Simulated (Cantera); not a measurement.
Input: 1 mol Nb, 22 mol H2O, equilibrated at 2450 °C and 0.0440 bar.

Cantera equilibrium calculation (NASA polynomials, part measured and part estimated; ideal gas, pure solids and liquids). Candidate condensed phases: H2O, Nb, NbO, NbO2, Nb2O5; 12 gas species. Kinetics and transport are ignored.

### Question
What is the equilibrium state?

### Answer
```json
{
  "x(H2O)": "0.488",
  "x(H2)": "0.179",
  "x(H)": "0.125",
  "x(OH)": "0.0892",
  "x(O2)": "0.0435",
  "x(O)": "0.0395",
  "x(NbO2)": "0.0352",
  "x(NbO)": "5.84e-5",
  "x(HO2)": "7.60e-6",
  "gas_amount": "28.40 mol",
  "log10 activity of NbO2(l) (absent)": "-0.72",
  "log10 activity of Nb(s) (absent)": "-5.01"
}
```
